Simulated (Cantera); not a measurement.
Feed: 1 mol Fe(CO)5, 0.088 mol H2, 0.77 mol N2, equilibrated at 1275 °C and 6.80 bar.

Equilibrium computed with Cantera from the NASA thermochemical tables; the gas is ideal and each condensed phase is pure. Candidate condensed phases: C, C6H6, C7H8, C8H18, Fe, Fe(CO)5, FeO, Fe(OH)2, Fe(OH)3, Fe2O3, Fe3O4, H2O; 140 gas species. Iron dissolves carbon and melts from about 1420 K in contact with it, which pure phases cannot show. Condensed phases not in the tables: cementite and carbon dissolved in iron. Kinetics and transport are ignored.

Base state: CO 0.851, N2 0.132, H2 0.0149, CO2 0.00217, H2O 0.000106, HCN 6.50e-5 (mole fractions); condensed: C(graphite) + Fe(γ).

Task: What changes in the equilibrium state with this change: Fe(CO)5 replaced by Pb?

Result: 
```
species             before    after
----------------  --------  -------
N2                   0.132    0.892
H2                  0.0149    0.102
Pb                       0  0.00565
CO                   0.851        0
CO2                0.00217        0
H2O               0.000106        0
HCN                6.50e-5        0
NH3                2.42e-7  1.13e-5
C(graphite), mol    0.0129        0
Fe(γ), mol            1.00        0
Pb(l), mol               0    0.995
```
Further candidate phases: Pb.
